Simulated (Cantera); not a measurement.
A Cantera script and what it prints.

```python
import numpy as np
import cantera as ct

gas_names = [...]  # 151 gases of nasa_gas.yaml made of C, H, N, O, Si
cond_names = """
    C(gr) C6H6(L) C7H8(L) C8H18(L),n-octa H2O(s) H2O(L) Si(cr) Si(L) SiC(b) SiO2(Lqz) SiO2(hqz) SiO2(L)
    Si2N2O(s) Si3N4(a)
""".split()


# ... load() reads the species with a 1 bar reference pressure and builds the phases ...
atoms = {
    'SiO2': {'Si': 1, 'O': 2},
    'CH4': {'C': 1, 'H': 4},
    'N2': {'N': 2},
}
top_T = {'C(gr)': 4500, 'SiC(b)': 3050, 'Si2N2O(s)': 2100, 'Si3N4(a)': 2400}  # K; cautious upper limits of use, not melting points


# ... equilibrate(T, P, feed) seeds the gas with the atoms and calls Mixture.equilibrate('TP', solver="vcs", rtol=1e-11, max_steps=5000) ...
results = []
feed = {'SiO2': 1, 'CH4': 5.3, 'N2': 2.5}  # mol
T = 1450  # K
for P in [10, 100, 1000, 10000, 100000, 1000000]:
    mix = equilibrate(T, P, feed)
    results.append((T, P, feed, dict(zip(mix.species_names, mix.species_moles))))

top = {s: max(r[3][s] / sum(r[3][g] for g in gas_names) for r in results) for s in gas_names}
cols = sorted((s for s in top if top[s] > 1e-06), key=lambda s: -top[s])[:7]
seen = [c for c in cond_names if any(r[3].get(c, 0) > 1e-12 for r in results)]
print("log10 of partial pressures in bar; condensed amounts in mol")
print(f"{'P/Pa':>10s}" + "".join(f"{s[:9]:>10s}" for s in cols + seen))
for T, P, feed, n in results:
    ng = sum(n[g] for g in gas_names)
    print(f"{P:10.4g}" + "".join(f"{np.log10(max(n[s] / ng * P / 1e5, 1e-99)):10.3f}" for s in cols)
          + "".join(f"{n.get(c, 0):10.4g}" for c in seen))
```

Output:

```
log10 of partial pressures in bar; condensed amounts in mol
      P/Pa        H2        N2        CO       CH4         H       H2O       HCN     C(gr)    SiC(b) SiO2(hqz) Si2N2O(s)
        10    -4.154    -4.782    -4.879   -10.790    -7.101   -11.636    -7.602     2.302    0.9968         0         0
       100    -3.154    -3.781    -3.879    -8.789    -6.601    -9.635    -6.602     2.302    0.9968         0         0
      1000    -2.124    -2.848    -2.973    -6.729    -6.086    -7.700    -5.621     3.797         0         0    0.4994
     1e+04    -1.124    -1.848    -1.973    -4.730    -5.586    -5.700    -4.621     3.794         0         0    0.4999
     1e+05    -0.125    -0.848    -0.973    -2.732    -5.087    -3.701    -3.621     3.773         0         0       0.5
     1e+06     0.885     0.252    -0.474    -0.711    -4.582    -2.192    -2.566       4.6         0    0.7002    0.1499
```

Method: chemical equilibrium by Gibbs-energy minimisation in Cantera with the NASA 1993 tables (ideal gas, pure condensed phases). N2 is the only nitrogen source here; it is nearly inert below about 1500 K, so the nitride shown seldom forms there in practice. Mutual solubility and eutectic melting of coexisting phases are not modelled. The tables hold silica as quartz up to 1696 K and as liquid above; real silica turns to tridymite and cristobalite and melts near 1996 K.
